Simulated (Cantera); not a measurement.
A closed system holds: 1 mol Fe2O3, 2.4 mol C, 0.26 mol CO, equilibrated at 0.100 bar.

Cantera equilibrium calculation (NASA polynomials, part measured and part estimated; ideal gas, pure solids and liquids). Candidate condensed phases: C, Fe, Fe(CO)5, FeO, Fe2O3, Fe3O4; 15 gas species. Mutual solubility and eutectic melting of coexisting phases are not modelled. The tables' stoichiometric FeO is somewhat more stable than real wüstite, so its field is too wide. FeO: taken at fixed stoichiometry. Rates play no part. All values below are at 1248 K.

Base state: CO 0.838, CO2 0.162 (mole fractions); condensed: Fe(γ) + FeO(s).

What changes in the equilibrium state with this change: C from 2.4 to 5.7 mol?


| species | before | after |
|---|---|---|
| CO | 0.838 | 0.999 |
| CO2 | 0.162 | 0.000986 |
| Fe(γ), mol | 1.83 | 2.00 |
| FeO(s), mol | 0.168 | 0 |
| C(graphite), mol | 0 | 2.70 |
Condensed phases not in the tables: cementite and carbon dissolved in iron.
